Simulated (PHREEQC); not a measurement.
Consider water at 25 °C with 0.023 mol/kgw HBr, 0.015 mol/kgw ZnSO4 and 3.8e-05 mol/kgw KCl. Closed to the air; pH follows from the charge balance.

The numbers come from PHREEQC with the ion-association model, phreeqc.dat.

This is a speciation only: nothing precipitates in the calculation.

Task: Order these S species by the share of S that they hold, largest first: ZnSO4, SO4-2, HSO4-, Zn(SO4)2-2.

Result: SO4-2 (42 %), HSO4- (34 %), ZnSO4 (22 %), Zn(SO4)2-2 (2.3 %)

The pH is 1.82 and the ionic strength 0.0591 mol/kgw.
